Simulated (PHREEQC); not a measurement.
A column of 0.5 m (30 cells, dispersivity 0.018 m, 60 s a shift, diffusion coefficient 3e-10 m²/s) holds 0.23 eq of the database's cation exchanger X per kg of pore water, first in equilibrium with 0.00087 mol/kgw ZnCl2, 0.00036 mol/kgw KBr and 1e-05 mol/kgw HCl. It is flushed with 0.0035 mol/kgw NaCl, 0.074 mol/kgw MgSO4 and 1e-05 mol/kgw HCl, at 25 °C. Values are for the last cell. No CO2 enters from the air. Precipitation was switched off in this run.

The series has 31 steps of pore volumes, from 0 to 5.017.

Computed with PHREEQC (ion-association model, phreeqc.dat).

Problem. After how many pore volumes does S at the outlet first reach half of its feed value?

Solution. By 1.0 pore volumes.

Problem. After how many pore volumes does Mg at the outlet first reach half of its feed value?

Solution. By 2.4 pore volumes.

Problem. After how many pore volumes does Na at the outlet first reach half of its feed value?

Solution. By 1.5 pore volumes.

Species that the database lacks are ignored.
